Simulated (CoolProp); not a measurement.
Saturation properties of R1234yf (Tc = 94.7 °C, pc = 3.384 MPa, ω = 0.276).

Values from CoolProp's reference Helmholtz-energy equation of state, Lemmon 2022.

| T (°C) | p (MPa) | vapour density (kg/m³) | enthalpy of vaporisation (kJ/kg) | surface tension (mN/m) | liquid viscosity (µPa s) |
|---|---|---|---|---|---|
| -74.65 | 0.008059 | 0.5609 | 203.3 | 21.3 | 589 |
| -69.95 | 0.01116 | 0.7606 | 201.0 | 20.5 | 540 |
| -65.15 | 0.01530 | 1.021 | 198.8 | ? | 497 |
| -60.45 | 0.02048 | 1.340 | 196.5 | 18.8 | 459 |
| -55.65 | 0.02718 | 1.745 | 194.2 | 18.0 | 425 |
| -50.95 | 0.03536 | 2.231 | ? | 17.2 | 395 |
| -46.15 | 0.04565 | 2.832 | 189.5 | 16.5 | 368 |
| -41.35 | 0.05821 | 3.554 | 187.1 | 15.7 | 343 |
| -36.65 | 0.07303 | ? | 184.6 | 14.9 | 321 |
| -31.85 | 0.09110 | 5.407 | 182.1 | 14.2 | 300 |
| -27.15 | 0.1120 | 6.568 | 179.6 | 13.4 | 281 |
| -22.35 | 0.1371 | 7.946 | 176.9 | 12.7 | 264 |

Task: Complete the blanks.

Result: 
- -65.15, surface tension (mN/m): 19.6
- -50.95, enthalpy of vaporisation (kJ/kg): 191.9
- -36.65, vapour density (kg/m³): 4.395

It boils at -29.5 °C under 1 atm.

Viscosity comes from a separate model (Bell 2016), an estimate that may be off by 10 % or more. Surface tension comes from a separate correlation (Mulero 2012).
